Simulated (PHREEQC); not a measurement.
**Spent oxide etchant**

Solution (25 °C): 0.13 mol HF, 0.14 mol H2SiF6, 6.1e-05 mol H3BO3 and 0.0025 mol HCl per kg of water. Closed to the air; pH follows from the charge balance.

Model: ion-association model, phreeqc.dat, run in PHREEQC.

Each row changes one thing in this solution. Precipitation was switched off in this run.

```tsv
case	pH	ionic strength (mol/kgw)	HF (mol/kgw)	HF2- (mol/kgw)	BF3OH- (mol/kgw)	BF2(OH)2- (mol/kgw)	SI of Quartz (SiO2)
as made	0.66	0.424	0.128	0.000322	1.57e-7	1.50e-9	-4.88
0.054 mol/kgw NH4HSO4 added	…	0.492	0.128	0.000324	1.54e-7	1.45e-9	…
HCl from 0.0025 to 0.00125 mol/kgw	0.66	0.422	0.128	0.000323	1.57e-7	1.50e-9	-4.88
HCl left out	0.67	…	0.128	0.000324	1.57e-7	1.50e-9	-4.88
diluted 100-fold with water	2.57	0.00401	0.00235	5.58e-6	…	1.61e-8	+0.43
H3BO3 from 6.1e-05 to 0.000305 mol/kgw	0.66	0.424	0.128	0.000316	7.89e-7	7.61e-9	-4.86
```

### Question
What belongs in the gaps?

### Answer

- 0.054 mol/kgw NH4HSO4 added, pH: 0.65
- 0.054 mol/kgw NH4HSO4 added, SI of Quartz (SiO2): -4.92
- HCl left out, ionic strength (mol/kgw): 0.421
- diluted 100-fold with water, BF3OH- (mol/kgw): 2.77e-8

Some of these states are supersaturated (in Quartz (slow to form), for instance). SiF6-2 is the database's only silicon fluoride. Real BF4- forms and hydrolyses slowly; the run takes it at equilibrium.
